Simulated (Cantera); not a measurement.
Cantera run:

```python
import numpy as np
import cantera as ct

gas_names = """
    H HO2 H2 H2O H2O2 O OH O2 O3 V VO VO2
""".split()
cond_names = """
    H2O(s) H2O(L) V(cr) V(L) VO(s) VO(L) V2O3(s) V2O3(L) V2O4(I) V2O4(II) V2O4(L) V2O5(s) V2O5(L)
""".split()


# ... load() reads the species with a 1 bar reference pressure and builds the phases ...
atoms = {
    'V2O5': {'V': 2, 'O': 5},
    'H2': {'H': 2},
    'H2O': {'H': 2, 'O': 1},
}
top_T = {}  # K; cautious upper limits of use, not melting points


# ... equilibrate(T, P, feed) seeds the gas with the atoms and calls Mixture.equilibrate('TP', solver="vcs", rtol=1e-11, max_steps=5000) ...
results = []
T = 750  # K
P = 10000  # Pa
for m in [1.1, 1.7, 2.7, 4.2, 6.7, 11, 17, 26, 41, 65, 100, 160]:
    feed = {'V2O5': 1, 'H2': m, 'H2O': 1.9}  # mol
    mix = equilibrate(T, P, feed)
    results.append((T, P, feed, dict(zip(mix.species_names, mix.species_moles))))

top = {s: max(r[3][s] / sum(r[3][g] for g in gas_names) for r in results) for s in gas_names}
cols = sorted((s for s in top if top[s] > 1e-05), key=lambda s: -top[s])[:8]
seen = [c for c in cond_names if any(r[3].get(c, 0) > 1e-12 for r in results)]
print("log10 of partial pressures in bar; condensed amounts in mol")
print(f"{'n(H2)':>10s}" + "".join(f"{s[:9]:>10s}" for s in cols + seen))
for T, P, feed, n in results:
    ng = sum(n[g] for g in gas_names)
    print(f"{feed['H2']:10.4g}" + "".join(f"{np.log10(max(n[s] / ng * P / 1e5, 1e-99)):10.3f}" for s in cols)
          + "".join(f"{n.get(c, 0):10.4g}" for c in seen))
```

Output:

```
log10 of partial pressures in bar; condensed amounts in mol
     n(H2)       H2O        H2   V2O3(s)  V2O4(II)
       1.1    -1.000    -5.137   0.09978    0.9002
       1.7    -1.000    -5.137    0.6997    0.3003
       2.7    -1.072    -1.818         1         0
       4.2    -1.194    -1.443         1         0
       6.7    -1.343    -1.262         1         0
        11    -1.520    -1.156         1         0
        17    -1.685    -1.100         1         0
        26    -1.855    -1.065         1         0
        41    -2.041    -1.041         1         0
        65    -2.234    -1.026         1         0
       100    -2.417    -1.017         1         0
       160    -2.618    -1.011         1         0
```

Method: chemical equilibrium by Gibbs-energy minimisation in Cantera with the NASA 1993 tables (ideal gas, pure condensed phases). Condensed phases not in the tables: the oxides between V2O3 and V2O5 other than VO2.
